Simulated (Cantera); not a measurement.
Cantera run:

```python
import numpy as np
import cantera as ct

gas_names = [...]  # 62 gases of nasa_gas.yaml made of B, F, H, N, O
cond_names = """
    B(b) B(L) BN(s) B2O3(L) B3O3H3(cr) H2O(s) H2O(L)
""".split()


# ... load() reads the species with a 1 bar reference pressure and builds the phases ...
atoms = {
    'BF3': {'B': 1, 'F': 3},
    'H2O': {'H': 2, 'O': 1},
    'N2': {'N': 2},
}
top_T = {'BN(s)': 3200}  # K; cautious upper limits of use, not melting points


# ... equilibrate(T, P, feed) seeds the gas with the atoms and calls Mixture.equilibrate('TP', solver="vcs", rtol=1e-11, max_steps=5000) ...
results = []
feed = {'BF3': 1, 'H2O': 0.11, 'N2': 1.8}  # mol
P = 160  # Pa
for T in [848, 948, 1048, 1148, 1248, 1348, 1448, 1548, 1648, 1748, 1848]:
    mix = equilibrate(T, P, feed)
    results.append((T, P, feed, dict(zip(mix.species_names, mix.species_moles))))

top = {s: max(r[3][s] / sum(r[3][g] for g in gas_names) for r in results) for s in gas_names}
cols = sorted((s for s in top if top[s] > 0.0001), key=lambda s: -top[s])[:5]
seen = [c for c in cond_names if any(r[3].get(c, 0) > 1e-12 for r in results)]
print("log10 of partial pressures in bar; condensed amounts in mol")
print(f"{'T/K':>10s}" + "".join(f"{s[:9]:>10s}" for s in cols + seen))
for T, P, feed, n in results:
    ng = sum(n[g] for g in gas_names)
    print(f"{T:10.4g}" + "".join(f"{np.log10(max(n[s] / ng * P / 1e5, 1e-99)):10.3f}" for s in cols)
          + "".join(f"{n.get(c, 0):10.4g}" for c in seen))
```

Result:

```
log10 of partial pressures in bar; condensed amounts in mol
       T/K        N2       BF3        HF       BOF    B3O3F3
       848    -3.009    -3.302    -4.035    -7.322    -4.813
       948    -3.009    -3.308    -3.988    -6.109    -4.773
      1048    -3.011    -3.312    -3.963    -5.151    -4.802
      1148    -3.016    -3.319    -3.949    -4.467    -5.139
      1248    -3.020    -3.325    -3.938    -4.248    -6.481
      1348    -3.021    -3.326    -3.934    -4.236    -8.141
      1448    -3.021    -3.326    -3.934    -4.235    -9.595
      1548    -3.021    -3.326    -3.934    -4.235   -10.858
      1648    -3.021    -3.327    -3.934    -4.235   -11.964
      1748    -3.021    -3.327    -3.934    -4.235   -12.940
      1848    -3.021    -3.327    -3.934    -4.235   -13.808
```

These are equilibrium values from Cantera (NASA tables, ideal gas, pure condensed phases), not measurements of a reactor. The tables' values for BF2 are old estimates; treat these amounts as uncertain.
